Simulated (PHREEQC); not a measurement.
A solution holds 6.5e-05 mol/kgw HF, 0.0065 mol/kgw NH4HF2, 2.8e-06 mol/kgw (NH4)2SiF6 and 0.00018 mol/kgw HCl, at 65 °C. Closed to the air; pH follows from the charge balance.

Computed with PHREEQC (ion-association model, wateq4f.dat).

Problem. The ionic strength comes out as 0.00686 mol/kgw. What activity coefficients do F-, SiF6-2, Cl-, NH4+, H+ get?

Solution. F- 0.91, SiF6-2 0.69, Cl- 0.91, NH4+ 0.91, H+ 0.92.

This is a speciation only: nothing precipitates in the calculation. Constants without temperature data keep their 25 °C values here. SiF6-2 is the database's only silicon fluoride.
